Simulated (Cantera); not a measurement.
Equilibrium for silicon epitaxy and polysilicon growth: SiH2Cl2 + H2

Feed: 1 mol SiH2Cl2, 7.2 mol H2, equilibrated at 1300 Pa.

Cantera equilibrium calculation (NASA polynomials, part measured and part estimated; ideal gas, pure solids and liquids). Candidate condensed phases: Si; 19 gas species. The tables' values for SiCl3 are old estimates; treat these amounts as uncertain. Equilibrium is a limit: real reactors are often held back by kinetics, nucleation or transport.

```csv
T (°C),x H2,x HCl,x SiCl4,x SiCl2,x SiHCl3,n Si(s)
577,0.935,0.00639,0.0471,5.20e-5,0.0114,0.487
627,0.931,0.0111,0.0459,0.000179,0.0110,0.497
677,0.926,0.0180,0.0440,0.000533,0.0104,0.511
727,0.919,0.0275,0.0411,0.00140,0.00967,0.528
777,0.909,0.0398,0.0367,0.00326,0.00871,0.547
827,0.896,0.0546,0.0309,0.00677,0.00748,0.565
877,0.882,0.0707,0.0237,0.0125,0.00600,0.576
927,0.867,0.0862,0.0160,0.0202,0.00438,0.579
977,0.854,0.0988,0.00930,0.0288,0.00286,0.573
1027,0.845,0.107,0.00467,0.0362,0.00168,0.563
1077,0.840,0.111,0.00213,0.0415,0.000920,0.553
```
x: gas mole fraction; n: condensed amount in mol.

From 577 °C to 1077 °C the condensed part is Si(s). The main Si-bearing gas is SiCl4 at 577 °C and SiCl2 at 1077 °C. The share of Si in condensed phases is highest at 927 °C (57.9 %) and lowest at 577 °C (48.7 %).
